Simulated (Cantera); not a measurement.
## Cu + HF + N2 (aluminium and copper etching)

Charge: 1 mol Cu, 2.9 mol HF, 0.58 mol N2, at 0.00133 bar.

Cantera equilibrium calculation (NASA polynomials, part measured and part estimated; ideal gas, pure solids and liquids). Candidate condensed phases: Cu, CuF2; 25 gas species. Equilibrium is a limit: real reactors are often held back by kinetics, nucleation or transport.

```tsv
T (°C)	x HF	x N2	x CuF	x Cu	x H2	x H	x Cu2	x CuF2	n Cu(s)	n Cu(l)
552	0.833	0.167	8.32e-8	2.32e-12	4.19e-8	<1e-12	<1e-12	2.76e-10	1.00	0
602	0.833	0.167	3.47e-7	3.77e-11	1.74e-7	<1e-12	<1e-12	6.65e-10	1.000	0
652	0.833	0.167	1.24e-6	4.52e-10	6.22e-7	5.63e-12	<1e-12	1.46e-9	1.000	0
702	0.833	0.167	3.89e-6	4.18e-9	1.95e-6	4.37e-11	<1e-12	2.96e-9	1.000	0
752	0.833	0.167	1.09e-5	3.11e-8	5.44e-6	2.78e-10	<1e-12	5.61e-9	1.000	0
802	0.833	0.167	2.76e-5	1.92e-7	1.38e-5	1.49e-9	1.07e-12	1.00e-8	1.000	0
852	0.833	0.167	6.44e-5	1.00e-6	3.22e-5	6.91e-9	1.12e-11	1.70e-8	1.000	0
902	0.833	0.167	0.000140	4.54e-6	6.99e-5	2.81e-8	9.59e-11	2.75e-8	0.999	0
952	0.833	0.167	0.000284	1.81e-5	0.000142	1.02e-7	6.84e-10	4.29e-8	0.999	0
1002	0.833	0.167	0.000546	6.49e-5	0.000273	3.34e-7	4.16e-9	6.46e-8	0.998	0
1052	0.832	0.167	0.000997	0.000211	0.000498	1.00e-6	2.20e-8	9.42e-8	0.996	0
1102	0.830	0.166	0.00172	0.000617	0.000861	2.75e-6	9.95e-8	1.33e-7	0	0.992
1152	0.828	0.166	0.00281	0.00163	0.00140	7.00e-6	3.82e-7	1.81e-7	0	0.985
1202	0.824	0.166	0.00442	0.00402	0.00220	1.67e-5	1.34e-6	2.41e-7	0	0.970
```
x: gas mole fraction; n: condensed amount in mol.

From 552 °C to 1052 °C the condensed part is Cu(s). From 1102 °C to 1202 °C the condensed part is Cu(l). The main Cu-bearing gas is CuF throughout.
